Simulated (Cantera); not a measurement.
An isothermal, constant-pressure homogeneous reactor starts with 4.17 % C₃H₈, 95.8 % H₂, at 1125 K and 0.00630 bar.

Cantera simulation using GRI-Mech 3.0 (53 species, 325 reactions); the numbers are that mechanism's predictions, not measurements. GRI-Mech 3.0 was tuned for natural gas; its chemistry of propane as a main component is partial and can be far from experiment. GRI-Mech 3.0 stops at C3 and has no aromatics, soot or wall deposition, so with more carbon than oxygen in the feed, carbon stays in small species such as C2H2 where larger ones or solid carbon would form. Radical loss at walls, strong at low pressure, is not modelled.

Predict: x(C₃H₈) at 70.0 s; x(H₂) at 70.0 s; x(CH₃) at 70.0 s; x(CH₄) at 70.0 s.


```json
{
  "x(C₃H₈) at 70.0 s": "1.62e-8 (gas-phase equilibrium 8.62e-10)",
  "x(H₂) at 70.0 s": "0.921 (gas-phase equilibrium 0.890)",
  "x(CH₃) at 70.0 s": "1.73e-6 (gas-phase equilibrium 1.09e-6)",
  "x(CH₄) at 70.0 s": "0.0404 (gas-phase equilibrium 0.0981)"
}
```
